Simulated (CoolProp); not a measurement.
Vapour pressure (bar) of n-perfluoropentane: the reference equation beside estimates from Tc = 147.9 °C, pc = 20.63 bar, ω = 0.436. Clausius-Clapeyron is anchored at -65.55 °C with a constant enthalpy of vaporisation of 33.04 kJ/mol.

Values from CoolProp's reference Helmholtz-energy equation of state, Gao 2022.

| T (°C) | reference | Lee-Kesler | Clausius-Clapeyron | Soave-Redlich-Kwong |
|---|---|---|---|---|
| -77.75 | 0.001166 | 0.001151 | … | 0.001182 |
| -73.65 | 0.001787 | 0.001760 | … | 0.001806 |
| -69.65 | 0.002657 | 0.002613 | … | 0.002678 |
| -65.55 | 0.003915 | 0.003845 | 0.003915 | 0.003935 |
| -61.45 | 0.005665 | 0.005558 | 0.005672 | 0.005682 |
| -57.35 | 0.008059 | … | 0.008102 | … |
| -53.35 | 0.01119 | 0.01098 | 0.01133 | 0.01119 |
| -49.25 | 0.01545 | 0.01515 | 0.01577 | 0.01542 |
| -45.15 | 0.02102 | … | 0.02170 | … |
| -41.05 | 0.02822 | 0.02771 | 0.02953 | … |
| -37.05 | 0.03716 | 0.03653 | 0.03947 | 0.03700 |
| -32.95 | 0.04871 | 0.04793 | 0.05261 | 0.04847 |
| -28.85 | 0.06314 | 0.06220 | 0.06944 | 0.06281 |
| -24.75 | 0.08099 | 0.07988 | 0.09083 | 0.08055 |
| -20.65 | 0.1029 | 0.1016 | 0.1178 | 0.1023 |

Q: Complete the blanks.

A: 
- -77.75, Clausius-Clapeyron: 0.001185
- -73.65, Clausius-Clapeyron: 0.001800
- -69.65, Clausius-Clapeyron: 0.002662
- -57.35, Lee-Kesler: 0.007904
- -57.35, Soave-Redlich-Kwong: 0.008068
- -45.15, Lee-Kesler: 0.02062
- -45.15, Soave-Redlich-Kwong: 0.02096
- -41.05, Soave-Redlich-Kwong: 0.02811

Absolute difference from the reference over all 15 rows, mean and median: Lee-Kesler 1.7 and 1.7 %, Clausius-Clapeyron 4.3 and 2.1 %, Soave-Redlich-Kwong 0.5 and 0.5 %.
